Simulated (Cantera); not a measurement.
Input (Python, Cantera):

```python
import numpy as np
import cantera as ct

gas = ct.Solution("gri30.yaml")
gas.TPX = 1875, 10, {'C2H6': 1, 'N2': 2.8}
reactor = ct.IdealGasConstPressureReactor(gas, energy="off", clone=False)
net = ct.ReactorNet([reactor])
net.rtol, net.atol = 1e-08, 1e-18
show = ['C2H6', 'H', 'C2H', 'CH4', 'C2H2', 'CH3', 'CH2']
times = np.geomspace(0.0001, 100, 14)

steps = ct.SolutionArray(gas, extra=["t"])
rows = []
print(f"{'t/s':>10s}{'T/K':>9s}{'P/Pa':>11s}" + "".join(f"{s:>11s}" for s in show))
for t in times:
    while net.time < t:
        t_next = net.step()
        steps.append(gas.state, t=t_next)
    rows.append([np.interp(t, steps.t, y) for y in (steps.T, steps.P, *steps(*show).X.T)])
    print(f"{t:10.3e}{rows[-1][0]:9.1f}{rows[-1][1]:11.4g}" + "".join(f"{x:11.3e}" for x in rows[-1][2:]))
rate = np.gradient(steps.T, steps.t)
print("integrator steps:", len(steps.t))
if steps.T.max() > steps.T[0] + 200:
    print(f"time of steepest temperature rise: {steps.t[rate.argmax()]:.4e} s")
gas.TPX = 1875, 10, {'C2H6': 1, 'N2': 2.8}
gas.equilibrate("TP")
print(f"equilibrium (TP): T = {gas.T:.1f} K  " + "  ".join(f"{s} {gas[s].X[0]:.3e}" for s in show))
```

Result:

```
       t/s      T/K       P/Pa       C2H6          H        C2H        CH4       C2H2        CH3        CH2
 1.000e-04   1875.0         10  2.604e-01  2.320e-06  5.163e-20  6.841e-06  5.501e-12  4.391e-03  2.548e-08
 2.894e-04   1875.0         10  2.552e-01  1.211e-05  3.467e-17  5.638e-05  2.957e-10  1.247e-02  6.387e-07
 8.377e-04   1875.0         10  2.406e-01  1.336e-04  7.566e-14  4.497e-04  2.277e-08  3.392e-02  1.368e-05
 2.424e-03   1875.0         10  1.999e-01  1.268e-03  5.503e-10  3.200e-03  4.353e-06  7.964e-02  1.424e-04
 7.017e-03   1875.0         10  9.910e-02  4.111e-03  6.569e-07  1.729e-02  9.420e-04  1.381e-01  3.974e-04
 2.031e-02   1875.0         10  6.556e-03  8.830e-03  2.737e-05  5.450e-02  3.266e-02  1.092e-01  4.528e-04
 5.878e-02   1875.0         10  8.509e-05  5.517e-03  3.232e-05  6.230e-02  1.090e-01  2.963e-02  1.507e-04
 1.701e-01   1875.0         10  2.192e-05  2.853e-03  1.809e-05  5.360e-02  1.420e-01  1.072e-02  5.041e-05
 4.924e-01   1875.0         10  7.511e-06  1.822e-03  1.157e-05  4.348e-02  1.540e-01  5.243e-03  2.142e-05
 1.425e+00   1875.0         10  2.865e-06  1.411e-03  8.817e-06  3.279e-02  1.597e-01  2.959e-03  1.103e-05
 4.125e+00   1875.0         10  1.095e-06  1.417e-03  8.685e-06  2.061e-02  1.646e-01  1.801e-03  7.311e-06
 1.194e+01   1875.0         10  2.546e-07  1.844e-03  1.110e-05  8.416e-03  1.690e-01  9.235e-04  5.231e-06
 3.455e+01   1875.0         10  1.663e-08  3.237e-03  1.932e-05  1.539e-03  1.715e-01  2.917e-04  3.128e-06
 1.000e+02   1875.0         10  7.091e-11  7.948e-03  4.765e-05  6.785e-05  1.716e-01  3.177e-05  8.781e-07
integrator steps: 1532
equilibrium (TP): T = 1875.0 K  C2H6 1.321e-15  H 3.734e-02  C2H 1.426e-04  CH4 1.964e-07  C2H2 1.030e-01  CH3 4.587e-07  CH2 6.382e-08
```

Model: GRI-Mech 3.0 (53 species, 325 reactions), integrated in Cantera. GRI-Mech 3.0 stops at C3 and has no aromatics, soot or wall deposition, so with more carbon than oxygen in the feed, carbon stays in small species such as C2H2 where larger ones or solid carbon would form. Radical loss at walls, strong at low pressure, is not modelled.
